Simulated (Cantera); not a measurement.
Feed: 1 mol SiC, 0.05 mol H2O, 14 mol N2, 0.71 mol O2, at 1427 °C and 0.350 bar.

Equilibrium computed with Cantera from the NASA thermochemical tables; the gas is ideal and each condensed phase is pure. Candidate condensed phases: C, C6H6, C7H8, C8H18, H2O, Si, SiC, SiO2, Si2N2O, Si3N4; 151 gas species. Rates play no part.

Base state: N2 0.930, CO 0.0667, H2 0.00333, HCN 0.000204, SiO 0.000125, H 1.44e-5 (mole fractions); condensed: C(graphite) + Si2N2O(s).

### Question
What changes in the equilibrium state with this change: H2O from 0.05 to 0.94 mol?

### Answer
```json
[
 {"species": "N2", "before": "0.930", "after": "0.876"},
 {"species": "CO", "before": "0.0667", "after": "0.0635"},
 {"species": "H2", "before": "0.00333", "after": "0.0596"},
 {"species": "SiO", "before": "0.000125", "after": "0.00105"},
 {"species": "H2O", "before": "3.75e-8", "after": "4.48e-5"},
 {"species": "CO2", "before": "2.20e-7", "after": "1.40e-5"},
 {"species": "C(graphite), mol", "before": "0.0279", "after": "0"},
 {"species": "Si2N2O(s), mol", "before": "0.499", "after": "0.208"},
 {"species": "SiO2(condensed), mol", "before": "0", "after": "0.567"}
]
```
Mutual solubility and eutectic melting of coexisting phases are not modelled. The tables hold silica as quartz up to 1696 K and as liquid above; real silica turns to tridymite and cristobalite and melts near 1996 K.

### Question
What changes in the equilibrium state with this change: pressure from 0.350 bar to 0.140 bar?

### Answer
```json
[
 {"species": "N2", "before": "0.930", "after": "0.929"},
 {"species": "CO", "before": "0.0667", "after": "0.0672"},
 {"species": "H2", "before": "0.00333", "after": "0.00333"},
 {"species": "SiO", "before": "0.000125", "after": "0.000326"},
 {"species": "H", "before": "1.44e-5", "after": "2.27e-5"},
 {"species": "HCN", "before": "0.000204", "after": "0.000187"},
 {"species": "C(graphite), mol", "before": "0.0279", "after": "0"},
 {"species": "Si2N2O(s), mol", "before": "0.499", "after": "0.488"},
 {"species": "SiC(s), mol", "before": "0", "after": "0.0197"}
]
```
Mutual solubility and eutectic melting of coexisting phases are not modelled.

### Question
What changes in the equilibrium state with this change: temperature from 1427 °C to 1625 °C?

### Answer
```
species             before     after
----------------  --------  --------
N2                   0.930     0.927
CO                  0.0667    0.0655
SiO               0.000125   0.00444
H                  1.44e-5   7.58e-5
HCN               0.000204  0.000174
H2                 0.00333   0.00329
C(graphite), mol    0.0279         0
Si2N2O(s), mol       0.499     0.448
SiC(s), mol              0    0.0398
```
Mutual solubility and eutectic melting of coexisting phases are not modelled.
